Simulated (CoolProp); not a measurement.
Vapour-liquid equilibrium of ethanol (1) + p-xylene (2) at 10.8 bar; x and y are mole fractions of (1).

Model: multi-fluid Helmholtz-energy mixture model, Schroeder 2014 and Zhou 2012; pair parameters Bell 2016, in CoolProp.

```json
[
 {"x": "0.05", "bubble temperature (K)": "497.4", "y at the bubble point": "0.372", "dew temperature at overall composition x (K)": "524.8", "liquid density (mol/L)": "6.291"},
 {"x": "0.2", "bubble temperature (K)": "458.8", "y at the bubble point": "0.706", "dew temperature at overall composition x (K)": "512.6", "liquid density (mol/L)": "7.196"},
 {"x": "0.35", "bubble temperature (K)": "447.5", "y at the bubble point": "0.782", "dew temperature at overall composition x (K)": "499.5", "liquid density (mol/L)": "7.923"},
 {"x": "0.5", "bubble temperature (K)": "441.8", "y at the bubble point": "0.824", "dew temperature at overall composition x (K)": "484.5", "liquid density (mol/L)": "8.765"},
 {"x": "0.65", "bubble temperature (K)": "437.1", "y at the bubble point": "0.865", "dew temperature at overall composition x (K)": "466.5", "liquid density (mol/L)": "9.848"},
 {"x": "0.8", "bubble temperature (K)": "432.6", "y at the bubble point": "0.916", "dew temperature at overall composition x (K)": "445.0", "liquid density (mol/L)": "11.28"},
 {"x": "0.95", "bubble temperature (K)": "428.3", "y at the bubble point": "0.978", "dew temperature at overall composition x (K)": "430.1", "liquid density (mol/L)": "13.20"}
]
```

No azeotrope shows between x = 0.05 and 0.95.

Pair parameters are fitted to limited data, so mixtures are less certain than the pure fluids. With so large a gap from Raoult's law the liquid may split in two, which this calculation doesn't test in full.
